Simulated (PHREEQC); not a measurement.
Solution (25 °C): 17 mmol/kgw CaCl2, 2.6 mmol/kgw BaCl2 and 8.6 mmol/kgw KBr. Closed to the air; pH follows from the charge balance.

The numbers come from PHREEQC with the Pitzer model, pitzer.dat.

Precipitation was switched off in this run.

Task: Predict the specific conductance, osmotic coefficient, density.

Result: specific conductance 5380 µS/cm; osmotic coefficient 0.893; density 1.000 g/cm³.
